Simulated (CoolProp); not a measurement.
Acetone along the isotherm 156.05 °C: Z from the reference equation and from simpler models built on Tc = 235.0 °C, pc = 4.692 MPa, ω = 0.307; each cubic takes its own stable root.

The numbers come from the reference Helmholtz-energy equation of state, Lemmon 2006 in CoolProp. It is a short technical equation, of lower accuracy than the large ones.

```json
[
 {"p (MPa)": "0.213", "phase": "gas", "reference": "0.9660"},
 {"p (MPa)": "0.427", "phase": "gas", "reference": "0.9298"},
 {"p (MPa)": "0.64", "phase": "gas", "reference": "0.8915"},
 {"p (MPa)": "0.853", "phase": "gas", "reference": "0.8502"},
 {"p (MPa)": "1.07", "phase": "gas", "reference": "0.8040"},
 {"p (MPa)": "1.49", "phase": "liquid", "reference": "0.03977"},
 {"p (MPa)": "1.71", "phase": "liquid", "reference": "0.04557"},
 {"p (MPa)": "1.92", "phase": "liquid", "reference": "0.05109"},
 {"p (MPa)": "2.13", "phase": "liquid", "reference": "0.05659"},
 {"p (MPa)": "2.35", "phase": "liquid", "reference": "0.06234"}
]
```

Question: How far does each simpler model (van der Waals, Redlich-Kwong, Soave-Redlich-Kwong, Peng-Robinson) lie from the reference over these 10 states: mean and median of the absolute difference, and the worst?

Answer: 
- van der Waals: mean 639.6 %, median 53.0 %, worst +1998.8 % at 156.05 °C and 1.49 MPa
- Redlich-Kwong: mean 206.8 %, median 23.1 %, worst +1890.9 % at 156.05 °C and 1.49 MPa
- Soave-Redlich-Kwong: mean 17.0 %, median 18.1 %, worst +31.5 % at 156.05 °C and 1.49 MPa
- Peng-Robinson: mean 8.8 %, median 9.8 %, worst +15.9 % at 156.05 °C and 1.49 MPa

At some of these states van der Waals, Redlich-Kwong gives the other phase, because its saturation line lies elsewhere.
